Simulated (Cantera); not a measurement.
An isothermal, constant-pressure homogeneous reactor starts with CH4 : H2 = 0.019 : 1 (molar parts), at 1700 K and 9.75 Torr. Integrator tolerance rtol = 1e-08.

Detailed kinetics in Cantera: GRI-Mech 3.0 (53 species, 325 reactions). GRI-Mech 3.0 stops at C3 and has no aromatics, soot or wall deposition, so with more carbon than oxygen in the feed, carbon stays in small species such as C2H2 where larger ones or solid carbon would form. Radical loss at walls, strong at low pressure, is not modelled.

```
quantity                                              before                                      after
-----------------  -----------------------------------------  -----------------------------------------
x(CH4) at 20.0 s   0.000840 (gas-phase equilibrium 0.000154)  0.000856 (gas-phase equilibrium 0.000194)
x(H2) at 20.0 s          0.989 (gas-phase equilibrium 0.989)        0.984 (gas-phase equilibrium 0.984)
x(C2H) at 20.0 s     6.31e-8 (gas-phase equilibrium 6.62e-8)    1.03e-7 (gas-phase equilibrium 1.06e-7)
x(H) at 20.0 s       0.00128 (gas-phase equilibrium 0.00129)    0.00128 (gas-phase equilibrium 0.00129)
x(C2H2) at 20.0 s    0.00872 (gas-phase equilibrium 0.00906)      0.0142 (gas-phase equilibrium 0.0145)
x(CH2) at 20.0 s     2.94e-8 (gas-phase equilibrium 5.53e-9)    3.02e-8 (gas-phase equilibrium 6.97e-9)
```

### Question
Name the change that produced these shifts.
(A) temperature 1700 to 2900 K
(B) temperature 1700 to 1900 K
(C) temperature 1700 to 2825 K
(D) CH4 0.019 to 0.031 parts

### Answer
D, CH4 0.019 to 0.031 parts
